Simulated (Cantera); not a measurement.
An adiabatic, constant-pressure homogeneous reactor starts with 9.51 % CH4, 19.0 % O2, 71.5 % N2, equivalence ratio 1.0, at 1450 K and 3.26 atm.

Detailed kinetics in Cantera: GRI-Mech 3.0 (53 species, 325 reactions).

Question: Predict: time of steepest temperature rise; temperature at 0.400 s; equilibrium temperature; x(O2) at 0.400 s; x(NO) at 0.400 s; x(HCO) at 0.400 s.

Answer: 
| Item | Value |
|---|---|
| time of steepest temperature rise | 0.790 ms |
| temperature at 0.400 s | 2796 K |
| equilibrium temperature | 2796 K |
| x(O2) at 0.400 s | 0.0161 (gas-phase equilibrium 0.0161) |
| x(NO) at 0.400 s | 0.00948 (gas-phase equilibrium 0.00948) |
| x(HCO) at 0.400 s | 6.22e-8 (gas-phase equilibrium 6.22e-8) |
